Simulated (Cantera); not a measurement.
Input: 1 mol CaCO3, 0.47 mol O2, 0.24 mol H2O, equilibrated at 7.50 Torr.

Method: chemical equilibrium by Gibbs-energy minimisation in Cantera with the NASA 1993 tables (ideal gas, pure condensed phases). Candidate condensed phases: C, C6H6, C7H8, C8H18, Ca, CaCO3, CaO, Ca(OH)2, H2O; 115 gas species. The numbers say what is thermodynamically allowed, not how fast it happens.

At 625 K, list the 3 most abundant gas species with their mole fractions, and the condensed phases.

O2 0.662, H2O 0.338, CO2 2.04e-5. Condensed: CaCO3(calcite).
